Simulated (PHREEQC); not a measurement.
A solution holds 0.22 mol KHCO3 per kg of water, at 25 °C. Closed to the air; pH follows from the charge balance.

Computed with PHREEQC (ion-association model, phreeqc.dat).

```
Quantity                      Value
--------------------  -------------
pH                             8.07
ionic strength        0.223 mol/kgw
activity of water             0.993
specific conductance    20300 µS/cm
density                 1.011 g/cm³
total alkalinity         220 meq/kg
```

| species | molality | activity | log γ |
|---|---|---|---|
| K+ | 0.220 | 0.155 | -0.153 |
| HCO3- | 0.214 | 0.158 | -0.131 |
| CO2 | 0.00291 | 0.00306 | 0.022 |
| CO3-2 | 0.00291 | 0.000870 | -0.524 |
| OH- | 1.68e-6 | 1.18e-6 | -0.156 |
| (CO2)2 | 1.64e-7 | 1.72e-7 | 0.022 |
| H+ | 1.08e-8 | 8.54e-9 | -0.101 |

No solid was allowed to form. Species that the database lacks are ignored.
